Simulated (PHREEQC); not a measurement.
A solution holds 0.0026 mol/kgw H2SeO4 and 0.00025 mol/kgw NaOH, at 25 °C. Closed to the air; pH follows from the charge balance.

The numbers come from PHREEQC with the ion-association model, wateq4f.dat.

Each row changes one thing in this solution. No solid was allowed to form.

```
case                                                pH  ionic strength (mol/kgw)  SeO4-2 (mol/kgw)
-----------------------------------------------  -----  ------------------------  ----------------
as made                                           2.37                   0.00713           0.00226
H2SeO4 from 0.0026 to 0.00052 mol/kgw                …                         …          0.000505
H2SeO4 replaced by Na2SeO4 at the same molality  10.36                   0.00805           0.00260
diluted 2-fold with water                         2.65                   0.00370           0.00120
temperature from 25 to 50 °C                         …                   0.00670                 …
```

Problem. Fill in the missing entries.

Solution. 
- H2SeO4 from 0.0026 to 0.00052 mol/kgw, pH: 3.13
- H2SeO4 from 0.0026 to 0.00052 mol/kgw, ionic strength (mol/kgw): 0.00153
- temperature from 25 to 50 °C, pH: 2.39
- temperature from 25 to 50 °C, SeO4-2 (mol/kgw): 0.00205

Away from 25 °C the constants follow the database's enthalpies or fits; those with neither stay at their 25 °C values.
